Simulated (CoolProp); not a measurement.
Vapour-liquid equilibrium of carbon dioxide (1) + R125 (2) at -34.95 °C; x and y are mole fractions of (1).

Computed with CoolProp (multi-fluid Helmholtz-energy mixture model, Span 1996 and Lemmon 2005; pair parameters Bell 2016).

**Question.** Give the bubble pressure and the first vapour's composition at x = 0.05, 0.35, 0.65. Is there an azeotrope?

**Answer.** x = 0.05: 0.2510 MPa, y = 0.283; x = 0.35: 0.6107 MPa, y = 0.769; x = 0.65: 0.8916 MPa, y = 0.895. No azeotrope shows between x = 0.05 and 0.95.

The pair parameters rest on a limited set of measurements; away from them the model extrapolates.
